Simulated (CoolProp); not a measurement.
CF4 (R14) along the isotherm 135.8 K: fugacity coefficient from the reference equation and from simpler models built on Tc = 227.4 K, pc = 3.762 MPa, ω = 0.178; each cubic takes its own stable root.

Values from CoolProp's reference Helmholtz-energy equation of state, Platzer 1990. This equation is an older, rougher fit; its heat capacities, sound speeds and derivatives of the liquid may be far off and weren't checked against measurements.

```tsv
p (MPa)	phase	reference	van der Waals	Redlich-Kwong	Soave-Redlich-Kwong	Peng-Robinson
0.00595	gas	0.9977	0.9985	0.9978	0.9976	0.9975
0.00897	gas	0.9965	0.9977	0.9966	0.9964	0.9963
0.0135	gas	0.9947	0.9965	0.9950	0.9946	0.9944
0.0204	gas	0.9920	0.9947	0.9924	0.9919	0.9916
0.0308	gas	0.9878	0.9920	0.9885	0.9877	0.9873
0.0465	gas	0.9816	0.9880	0.9826	0.9815	0.9808
0.0701	liquid	0.7002	0.9819	0.9738	0.6954	0.7100
0.106	liquid	0.4638	0.9726	0.6739	0.4607	0.4703
0.16	liquid	0.3081	0.9586	0.4477	0.3060	0.3123
0.241	liquid	0.2053	0.9376	0.2984	0.2040	0.2080
0.363	liquid	0.1371	0.8068	0.1993	0.1362	0.1388
0.548	liquid	0.09161	0.5416	0.1332	0.09103	0.09270
0.827	liquid	0.06151	0.3661	0.08948	0.06113	0.06216
1.25	liquid	0.04151	0.2497	0.06043	0.04127	0.04187
1.88	liquid	0.02843	0.1737	0.04143	0.02828	0.02859
```

At some of these states van der Waals, Redlich-Kwong gives the other phase, because its saturation line lies elsewhere.
